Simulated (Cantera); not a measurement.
Cantera run:

```python
import numpy as np
import cantera as ct

gas_names = """
    C CN CO CO2 C2 CCN CNC C2N2 C2O C3 C3O2 C4 C4N2 C5 N NCO NO NO2 NO3 N2 N2O O O2 O3 Si SiC SiC2 SiN
    SiO SiO2 Si2 Si2C Si2N Si3
""".split()
cond_names = """
    C(gr) Si(cr) Si(L) SiC(b) SiO2(Lqz) SiO2(hqz) SiO2(L) Si2N2O(s) Si3N4(a)
""".split()


# ... load() reads the species with a 1 bar reference pressure and builds the phases ...
atoms = {
    'Si': {'Si': 1},
    'CO2': {'C': 1, 'O': 2},
    'N2': {'N': 2},
}
top_T = {'C(gr)': 4500, 'SiC(b)': 3050, 'Si2N2O(s)': 2100, 'Si3N4(a)': 2400}  # K; cautious upper limits of use, not melting points


# ... equilibrate(T, P, feed) seeds the gas with the atoms and calls Mixture.equilibrate('TP', solver="vcs", rtol=1e-11, max_steps=5000) ...
results = []
feed = {'Si': 1, 'CO2': 0.31, 'N2': 830}  # mol
P = 2800  # Pa
for T in [1073, 1148, 1223, 1298, 1373, 1448, 1523, 1598, 1673, 1748, 1823, 1898, 1973]:
    mix = equilibrate(T, P, feed)
    results.append((T, P, feed, dict(zip(mix.species_names, mix.species_moles))))

top = {s: max(r[3][s] / sum(r[3][g] for g in gas_names) for r in results) for s in gas_names}
cols = sorted((s for s in top if top[s] > 0.001), key=lambda s: -top[s])[:8]
seen = [c for c in cond_names if any(r[3].get(c, 0) > 1e-12 for r in results)]
print("log10 of partial pressures in bar; condensed amounts in mol")
print(f"{'T/K':>10s}" + "".join(f"{s[:9]:>10s}" for s in cols + seen))
for T, P, feed, n in results:
    ng = sum(n[g] for g in gas_names)
    print(f"{T:10.4g}" + "".join(f"{np.log10(max(n[s] / ng * P / 1e5, 1e-99)):10.3f}" for s in cols)
          + "".join(f"{n.get(c, 0):10.4g}" for c in seen))
```

Result:

```
log10 of partial pressures in bar; condensed amounts in mol
       T/K        N2     C(gr)    SiC(b) Si2N2O(s)  Si3N4(a)
      1073    -1.553      0.19         0       0.5         0
      1148    -1.553      0.19         0       0.5         0
      1223    -1.553      0.19         0       0.5         0
      1298    -1.553      0.19         0       0.5         0
      1373    -1.553      0.19         0       0.5         0
      1448    -1.553         0   0.04684    0.3563   0.08002
      1523    -1.553         0         0    0.3039    0.1287
      1598    -1.553         0         0    0.2579     0.144
      1673    -1.553         0         0         0    0.2295
      1748    -1.553         0         0         0    0.2256
      1823    -1.553         0    0.1506         0   0.09739
      1898    -1.553         0    0.1633         0         0
      1973    -1.553         0   0.01551         0         0
```

Equilibrium computed with Cantera from the NASA thermochemical tables; the gas is ideal and each condensed phase is pure. N2 is the only nitrogen source here; it is nearly inert below about 1500 K, so the nitride shown seldom forms there in practice. Mutual solubility and eutectic melting of coexisting phases are not modelled. The tables' values for SiN are old estimates; treat these amounts as uncertain.
